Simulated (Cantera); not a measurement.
A perfectly stirred reactor is fed with CH₄ : N₂ = 1 : 73 (molar parts), at 0.839 atm; it is held at 1975 K, and followed from long to short residence time.

Model: GRI-Mech 3.0 (53 species, 325 reactions), integrated in Cantera. GRI-Mech 3.0 stops at C3 and has no aromatics, soot or wall deposition, so with more carbon than oxygen in the feed, carbon stays in small species such as C2H2 where larger ones or solid carbon would form.

What does this change do: 6 parts H2O added?


```tsv
quantity	before	after
x(CH₄) at τ = 0.650 s	0.000167	0.000104
x(C₂H₆) at τ = 0.650 s	1.41e-8	2.26e-9
x(CH₂) at τ = 0.650 s	4.07e-7	1.02e-7
x(HCN) at τ = 0.650 s	0.00128	1.40e-5
x(H) at τ = 0.650 s	0.000197	0.000254
x(CH₄) at τ = 12.0 ms	0.00160	0.00165
x(C₂H₆) at τ = 12.0 ms	8.77e-7	6.61e-7
x(CH₂) at τ = 12.0 ms	2.24e-6	1.90e-6
x(HCN) at τ = 12.0 ms	0.000104	4.13e-5
x(H) at τ = 12.0 ms	0.000148	0.000193
```

What does this change do: 1.4 parts H2O added?


```tsv
quantity	before	after
x(CH₄) at τ = 0.650 s	0.000167	0.000242
x(C₂H₆) at τ = 0.650 s	1.41e-8	1.60e-8
x(CH₂) at τ = 0.650 s	4.07e-7	3.37e-7
x(HCN) at τ = 0.650 s	0.00128	0.000337
x(H) at τ = 0.650 s	0.000197	0.000268
x(CH₄) at τ = 12.0 ms	0.00160	0.00165
x(C₂H₆) at τ = 12.0 ms	8.77e-7	8.35e-7
x(CH₂) at τ = 12.0 ms	2.24e-6	2.28e-6
x(HCN) at τ = 12.0 ms	0.000104	8.44e-5
x(H) at τ = 12.0 ms	0.000148	0.000167
```

What does this change do: 1.1 parts H2O added?


```tsv
quantity	before	after
x(CH₄) at τ = 0.650 s	0.000167	0.000248
x(C₂H₆) at τ = 0.650 s	1.41e-8	1.79e-8
x(CH₂) at τ = 0.650 s	4.07e-7	3.71e-7
x(HCN) at τ = 0.650 s	0.00128	0.000516
x(H) at τ = 0.650 s	0.000197	0.000263
x(CH₄) at τ = 12.0 ms	0.00160	0.00164
x(C₂H₆) at τ = 12.0 ms	8.77e-7	8.44e-7
x(CH₂) at τ = 12.0 ms	2.24e-6	2.29e-6
x(HCN) at τ = 12.0 ms	0.000104	8.86e-5
x(H) at τ = 12.0 ms	0.000148	0.000164
```
